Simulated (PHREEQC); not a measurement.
Synthetic water in mmol/kgw, 55 °C, pH 6.61, pe 12.3:

| constituent | mmol/kgw |
|---|---|
| Na | 0.46 |
| K | 0.0237 |
| Ca | 0.696 |
| Mg | 0.0247 |
| Cl | 0.462 |
| S(6) | 0.132 |
| Alkalinity (meq/kgw) | 0.701 |
| B | 0.0209 |
| O(0) (counted as O atoms) | 0.00113 |

Valence states are taken as typed.

Computed with PHREEQC (ion-association model, phreeqc.dat).

No solid was allowed to form.

Task: Order these C species by the share of C that they hold, largest first: CO2, CaHCO3+, HCO3-.

Result: HCO3- (69 %), CO2 (31 %), CaHCO3+ (0.61 %)

The pH is 6.61 and the ionic strength 0.00247 mol/kgw. Away from 25 °C the constants follow the database's enthalpies or fits; those with neither stay at their 25 °C values.
